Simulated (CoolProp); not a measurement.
Model: reference Helmholtz-energy equation of state, Lemmon 2006, in CoolProp. It is a short technical equation, of lower accuracy than the large ones.

For C2F6 (R116), give the phase and the density (kg/m³), isothermal compressibility (1/MPa) at 280 K and 11.2 MPa; 287.7 K and 11.2 MPa; 341.3 K and 11.2 MPa.


- 280 K and 11.2 MPa: liquid; density 1280, isothermal compressibility 0.00988
- 287.7 K and 11.2 MPa: liquid; density 1240, isothermal compressibility 0.0117
- 341.3 K and 11.2 MPa: supercritical; density 917, isothermal compressibility 0.0418
